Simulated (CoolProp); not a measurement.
n-heptane along the isobar 24 bar: fugacity coefficient from the reference equation and from simpler models built on Tc = 541.2 K, pc = 27.74 bar, ω = 0.349; each cubic takes its own stable root.

Computed with CoolProp (reference Helmholtz-energy equation of state, Span 2003). It is a short technical equation, of lower accuracy than the large ones.

| T (K) | phase | reference | van der Waals | Redlich-Kwong | Soave-Redlich-Kwong | Peng-Robinson |
|---|---|---|---|---|---|---|
| 408.1 | liquid | 0.1118 | 0.3201 | 0.1824 | 0.1150 | 0.1120 |
| 420.4 | liquid | 0.1445 | 0.3589 | 0.2219 | 0.1492 | 0.1449 |
| 432.7 | liquid | 0.1829 | 0.3994 | 0.2655 | 0.1895 | 0.1837 |
| 445 | liquid | 0.2272 | 0.4412 | 0.3130 | 0.2360 | 0.2284 |
| 457.3 | liquid | 0.2774 | 0.4841 | 0.3641 | 0.2887 | 0.2792 |
| 469.6 | liquid | 0.3334 | 0.5279 | 0.4181 | 0.3473 | 0.3356 |
| 481.9 | liquid | 0.3946 | 0.5721 | 0.4746 | 0.4111 | 0.3972 |
| 494.2 | liquid | 0.4606 | 0.6164 | 0.5326 | 0.4794 | 0.4632 |
| 506.5 | liquid | 0.5304 | 0.6601 | 0.5913 | 0.5507 | 0.5323 |
| 518.8 | liquid | 0.6025 | 0.7025 | 0.6492 | 0.6232 | 0.6027 |
| 543.4 | gas | 0.7049 | 0.7444 | 0.7178 | 0.7187 | 0.6968 |
| 555.6 | gas | 0.7305 | 0.7593 | 0.7370 | 0.7421 | 0.7200 |
